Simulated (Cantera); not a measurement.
Cantera run, input and output.

```python
import numpy as np
import cantera as ct

gas = ct.Solution("gri30.yaml")
gas.TPX = 1223, 710000, {'CO': 0.0018, 'O2': 0.002, 'H2O': 0.067, 'N2': 1}
reactor = ct.IdealGasConstPressureReactor(gas, energy="off", clone=False)
net = ct.ReactorNet([reactor])
net.rtol, net.atol = 1e-08, 1e-18
show = ['CO', 'O2', 'H2O', 'O', 'N2O', 'H', 'NO2']
times = np.geomspace(0.0006, 4, 13)

steps = ct.SolutionArray(gas, extra=["t"])
rows = []
print(f"{'t/s':>10s}{'T/K':>9s}{'P/Pa':>11s}" + "".join(f"{s:>11s}" for s in show))
for t in times:
    while net.time < t:
        t_next = net.step()
        steps.append(gas.state, t=t_next)
    rows.append([np.interp(t, steps.t, y) for y in (steps.T, steps.P, *steps(*show).X.T)])
    print(f"{t:10.3e}{rows[-1][0]:9.1f}{rows[-1][1]:11.4g}" + "".join(f"{x:11.3e}" for x in rows[-1][2:]))
rate = np.gradient(steps.T, steps.t)
print("integrator steps:", len(steps.t))
if steps.T.max() > steps.T[0] + 200:
    print(f"time of steepest temperature rise: {steps.t[rate.argmax()]:.4e} s")
gas.TPX = 1223, 710000, {'CO': 0.0018, 'O2': 0.002, 'H2O': 0.067, 'N2': 1}
gas.equilibrate("TP")
print(f"equilibrium (TP): T = {gas.T:.1f} K  " + "  ".join(f"{s} {gas[s].X[0]:.3e}" for s in show))
```

Result:

```
       t/s      T/K       P/Pa         CO         O2        H2O          O        N2O          H        NO2
 6.000e-04   1223.0    7.1e+05  1.681e-03  1.868e-03  6.257e-02  1.854e-10  1.093e-12  5.643e-10  2.442e-21
 1.250e-03   1223.0    7.1e+05  1.681e-03  1.868e-03  6.257e-02  1.385e-09  1.058e-11  4.595e-09  3.290e-19
 2.603e-03   1223.0    7.1e+05  1.668e-03  1.863e-03  6.256e-02  4.837e-08  5.090e-10  1.596e-07  4.484e-15
 5.422e-03   1223.0    7.1e+05  1.503e-03  1.812e-03  6.250e-02  1.299e-07  7.426e-09  4.422e-07  1.045e-12
 1.129e-02   1223.0    7.1e+05  1.173e-03  1.678e-03  6.245e-02  1.320e-07  2.465e-08  4.984e-07  6.838e-12
 2.352e-02   1223.0    7.1e+05  7.301e-04  1.457e-03  6.246e-02  8.683e-08  5.155e-08  3.712e-07  2.687e-11
 4.899e-02   1223.0    7.1e+05  3.336e-04  1.236e-03  6.252e-02  3.799e-08  7.663e-08  1.811e-07  7.365e-11
 1.020e-01   1223.0    7.1e+05  9.917e-05  1.095e-03  6.258e-02  1.211e-08  8.731e-08  5.866e-08  1.404e-10
 2.125e-01   1223.0    7.1e+05  1.393e-05  1.038e-03  6.261e-02  2.857e-09  7.563e-08  9.563e-09  1.526e-10
 4.427e-01   1223.0    7.1e+05  4.079e-07  1.028e-03  6.262e-02  1.014e-09  4.473e-08  3.144e-10  2.496e-11
 9.220e-01   1223.0    7.1e+05  1.648e-09  1.028e-03  6.262e-02  5.918e-10  1.532e-08  1.660e-11  2.964e-12
 1.920e+00   1223.0    7.1e+05  5.899e-10  1.028e-03  6.262e-02  4.959e-10  4.395e-09  1.403e-11  2.876e-12
 4.000e+00   1223.0    7.1e+05  5.882e-10  1.028e-03  6.262e-02  4.894e-10  3.573e-09  1.391e-11  2.883e-12
integrator steps: 1041
equilibrium (TP): T = 1223.0 K  CO 5.908e-10  O2 1.019e-03  H2O 6.262e-02  O 4.872e-10  N2O 3.554e-09  H 1.394e-11  NO2 4.971e-08
```

Model: GRI-Mech 3.0 (53 species, 325 reactions), integrated in Cantera.
